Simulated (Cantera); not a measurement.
# Catalytic stagnation flow on Pt

A jet of 6.44 % CH4, 5.78 % O2, 87.8 % N2 at 300 K and 0.0230 bar hits a platinum plate 7.1 cm away at a mass flux of 0.043 kg/m²/s; the plate temperature is set and raised in steps from an oxygen-covered start.

Model: Deutschmann's 1995 Pt surface mechanism with GRI-Mech 3.0 gas chemistry, integrated in Cantera. Catalytic surfaces can have several steady states; this one follows from the mechanism file's or the stated starting coverage.

```
plate T (K)  wall x CH4  wall x O2  wall x H2O  wall x OH  wall x CO  wall x CO2  θ free Pt      θ H*    θ CO*     θ C*
-----------  ----------  ---------  ----------  ---------  ---------  ----------  ---------  --------  -------  -------
950              0.0208    0.00632      0.0489      <1e-8     0.0454     3.41e-5      0.589   0.00142   0.0493    0.361
1000             0.0134    0.00402      0.0457      <1e-8     0.0531     9.40e-5      0.776   0.00161   0.0441    0.178
1050             0.0102    0.00315      0.0440      <1e-8     0.0561    0.000259      0.908   0.00152   0.0303   0.0601
1100            0.00936    0.00296      0.0433      <1e-8     0.0568    0.000554      0.961   0.00133   0.0174   0.0204
1150            0.00919    0.00298      0.0427      <1e-8     0.0565     0.00103      0.982   0.00114  0.00977  0.00752
1200            0.00923    0.00305      0.0420    2.52e-8     0.0558     0.00176      0.990  0.000984  0.00557  0.00302
```
x: mole fraction at the wall; θ: surface coverage.
